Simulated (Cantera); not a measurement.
A Cantera script and what it prints.

```python
import numpy as np
import cantera as ct

gas_names = """
    C CN CO CO2 C2 CCN CNC C2N2 C2O C3 C3O2 C4 C4N2 C5 Cu CuO Cu2 N NCO NO NO2 NO3 N2 N2O O O2 O3
""".split()
cond_names = """
    C(gr) Cu(cr) Cu(L) CuO(s) Cu2O(s) Cu2O(L)
""".split()


# ... load() reads the species with a 1 bar reference pressure and builds the phases ...
atoms = {
    'CuO': {'Cu': 1, 'O': 1},
    'CO': {'C': 1, 'O': 1},
    'N2': {'N': 2},
}
top_T = {'C(gr)': 4500, 'CuO(s)': 1390}  # K; cautious upper limits of use, not melting points


# ... equilibrate(T, P, feed) seeds the gas with the atoms and calls Mixture.equilibrate('TP', solver="vcs", rtol=1e-11, max_steps=5000) ...
results = []
feed = {'CuO': 1, 'CO': 14, 'N2': 17}  # mol
P = 133.322  # Pa
for T in [2073, 2123, 2173, 2223, 2273, 2323, 2373, 2423, 2473, 2523, 2573, 2623]:
    mix = equilibrate(T, P, feed)
    results.append((T, P, feed, dict(zip(mix.species_names, mix.species_moles))))

top = {s: max(r[3][s] / sum(r[3][g] for g in gas_names) for r in results) for s in gas_names}
cols = sorted((s for s in top if top[s] > 0.0001), key=lambda s: -top[s])[:8]
seen = [c for c in cond_names if any(r[3].get(c, 0) > 1e-12 for r in results)]
print("log10 of partial pressures in bar; condensed amounts in mol")
print(f"{'T/K':>10s}" + "".join(f"{s[:9]:>10s}" for s in cols + seen))
for T, P, feed, n in results:
    ng = sum(n[g] for g in gas_names)
    print(f"{T:10.4g}" + "".join(f"{np.log10(max(n[s] / ng * P / 1e5, 1e-99)):10.3f}" for s in cols)
          + "".join(f"{n.get(c, 0):10.4g}" for c in seen))
```

It prints:

```
log10 of partial pressures in bar; condensed amounts in mol
       T/K        N2        CO        Cu       CO2         O        NO        O2
      2073    -3.150    -3.266    -4.380    -4.384    -6.681    -6.958    -7.483
      2123    -3.150    -3.266    -4.380    -4.388    -6.369    -6.743    -7.162
      2173    -3.150    -3.266    -4.381    -4.396    -6.075    -6.542    -6.863
      2223    -3.151    -3.265    -4.381    -4.408    -5.800    -6.356    -6.591
      2273    -3.151    -3.264    -4.381    -4.430    -5.548    -6.189    -6.350
      2323    -3.152    -3.263    -4.382    -4.464    -5.320    -6.043    -6.148
      2373    -3.153    -3.261    -4.383    -4.515    -5.121    -5.922    -5.991
      2423    -3.155    -3.258    -4.385    -4.585    -4.952    -5.829    -5.886
      2473    -3.156    -3.256    -4.386    -4.676    -4.814    -5.763    -5.833
      2523    -3.158    -3.254    -4.388    -4.787    -4.704    -5.723    -5.828
      2573    -3.159    -3.252    -4.389    -4.915    -4.620    -5.706    -5.866
      2623    -3.160    -3.251    -4.390    -5.056    -4.558    -5.708    -5.940
```

Method: chemical equilibrium by Gibbs-energy minimisation in Cantera with the NASA 1993 tables (ideal gas, pure condensed phases).
